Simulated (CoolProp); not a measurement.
Model: reference Helmholtz-energy equation of state, Lemmon 2003, in CoolProp. It is a pseudo-pure fit of the blend.

Question: For R404A, give the phase and the cv (kJ/(kg K)), Joule-Thomson coefficient (K/MPa), viscosity (µPa s) at 343 K and 101 kPa; 432.7 K and 101 kPa; 455.2 K and 101 kPa.

Answer: 
- 343 K and 101 kPa: gas; cv 0.861, Joule-Thomson coefficient 11.0, viscosity 13.9
- 432.7 K and 101 kPa: gas; cv 0.999, Joule-Thomson coefficient 5.55, viscosity 17.4
- 455.2 K and 101 kPa: gas; cv 1.03, Joule-Thomson coefficient 4.83, viscosity 18.3

Viscosity comes from a separate model (Geller 2000).
